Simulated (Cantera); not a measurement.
What does this Cantera script print?

```python
import numpy as np
import cantera as ct

gas = ct.Solution("gri30.yaml")


def delay(T, t_max=10):
    gas.TPX = T, 520000, {'C2H4': 1, 'O2': 2, 'N2': 7.52, 'CO2': 0.23}
    reactor = ct.IdealGasReactor(gas, clone=False)
    net = ct.ReactorNet([reactor])
    net.rtol, net.atol = 1e-8, 1e-16
    while net.time < t_max:
        t_old, T_old = net.time, reactor.T
        net.step()
        if reactor.T > T + 400:  # ignition: a rise of 400 K
            return t_old + (T + 400 - T_old) / (reactor.T - T_old) * (net.time - t_old)
    return np.nan


taus = []
for T in [1025, 1100, 1175, 1250, 1325, 1400]:
    taus.append(delay(T))
    print(f"T0 = {T:6g} K   tau = {taus[-1]:.4e} s")
```

It prints:

```
T0 =   1025 K   tau = 7.6464e-02 s
T0 =   1100 K   tau = 1.2671e-02 s
T0 =   1175 K   tau = 1.6238e-03 s
T0 =   1250 K   tau = 2.4082e-04 s
T0 =   1325 K   tau = 4.9139e-05 s
T0 =   1400 K   tau = 1.6418e-05 s
```

Model: GRI-Mech 3.0 (53 species, 325 reactions), integrated in Cantera. GRI-Mech 3.0 was tuned for natural gas; its chemistry of ethylene as a main component is partial and can be far from experiment.
